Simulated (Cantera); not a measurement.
Ignition delay

Mixture: CH₄ : C₂H₆ : O₂ : N₂ = 1 : 0.28 : 1.75 : 6.59 (molar parts), at 1.00 bar, adiabatic and at constant pressure. Ignition delay is the time to a rise of 400 K.

Cantera simulation using GRI-Mech 3.0 (53 species, 325 reactions); the numbers are that mechanism's predictions, not measurements.

```tsv
T0 (K)	delay (ms)
1248	1.47
1348	0.513
1448	0.225
1548	0.110
1648	0.0581
1748	0.0336
1848	0.0211
```

```json
{
  "apparent activation energy between 1648 and 1848 K": "130 kJ/mol"
}
```
